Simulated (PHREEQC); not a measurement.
Consider water at 20 °C with 0.0031 mol/kgw KHCO3, 0.023 mol/kgw NaOH and 0.018 mol/kgw LiCl. Closed to the air; pH follows from the charge balance.

Equilibrium calculation in PHREEQC: ion-association model, wateq4f.dat.

Problem. The ionic strength comes out as 0.0464 mol/kgw. What activity coefficients do Li+, HCO3-, K+, CO3-2, OH- get?

Solution. Li+ 0.84, HCO3- 0.83, K+ 0.82, CO3-2 0.48, OH- 0.82.

This is a speciation only: nothing precipitates in the calculation.
